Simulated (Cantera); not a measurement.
What does this Cantera script print?

```python
import numpy as np
import cantera as ct

surf = ct.Interface("ptcombust.yaml", "Pt_surf")
gas = surf.adjacent["gas"]
gas.TPX = 625, 100000, {'H2': 0.0024, 'O2': 0.039, 'N2': 0.79}
surf.TP = 625, 100000
reactor = ct.FlowReactor(gas, clone=False)
reactor.area = 0.0001  # m2
reactor.surface_area_to_volume_ratio = 2900  # 1/m
reactor.mass_flow_rate = 0.51 * reactor.area * gas.density  # inlet velocity 0.51 m/s
reactor.energy_enabled = False
wall = ct.ReactorSurface(surf, reactor, clone=False)
net = ct.ReactorNet([reactor])
net.rtol, net.atol = 1e-8, 1e-16
show, cover = ['H2', 'O2', 'H2O'], ['PT(S)', 'H(S)', 'O(S)', 'OH(S)', 'CO(S)', 'C(S)']

rows = []
print(f"{'z/m':>9s}{'u/(m/s)':>9s}" + "".join(f"{s:>13s}" for s in show + cover))
for z in [0.00018, 0.00039, 0.00085, 0.0018, 0.0039, 0.0085, 0.018]:
    net.advance(z)
    rows.append([reactor.speed, *gas[show].X, *surf[cover].coverages])
    print(f"{z:9.4g}{rows[-1][0]:9.3g}" + "".join(f"{x:13.4e}" for x in rows[-1][1:]))
```

It prints:

```
      z/m  u/(m/s)           H2           O2          H2O        PT(S)         H(S)         O(S)        OH(S)        CO(S)         C(S)
  0.00018    0.509   6.7856e-04   4.5855e-02   2.2113e-03   2.5023e-02   9.7526e-10   9.7229e-01   2.6815e-03  -1.1303e-26  -6.2099e-30
  0.00039    0.509   3.5498e-04   4.5701e-02   2.5354e-03   1.3385e-02   3.0683e-10   9.8456e-01   2.0513e-03   1.4699e-27  -2.1393e-31
  0.00085    0.509   1.6919e-04   4.5612e-02   2.7214e-03   6.9317e-03   9.1040e-11   9.9155e-01   1.5130e-03  -1.1510e-26  -1.2493e-31
   0.0018    0.509   7.3810e-05   4.5566e-02   2.8170e-03   3.9891e-03   3.1293e-11   9.9485e-01   1.1618e-03   4.6734e-26  -6.7634e-29
   0.0039    0.509   2.3384e-05   4.5542e-02   2.8675e-03   2.7423e-03   1.3805e-11   9.9629e-01   9.6929e-04  -4.7200e-30   3.8235e-34
   0.0085    0.509   3.3219e-06   4.5533e-02   2.8875e-03   2.3397e-03   9.2161e-12   9.9676e-01   8.9748e-04   2.4379e-27   7.3076e-31
    0.018    0.509   7.8619e-08   4.5531e-02   2.8908e-03   2.2802e-03   8.5824e-12   9.9683e-01   8.8632e-04   1.6536e-25   7.2359e-29
```

Cantera simulation using Deutschmann's 1995 Pt surface mechanism with GRI-Mech 3.0 gas chemistry; the numbers are that mechanism's predictions, not measurements. Catalytic surfaces can have several steady states; this one follows from the mechanism file's or the stated starting coverage. Mass transfer to the wall is taken as infinitely fast.
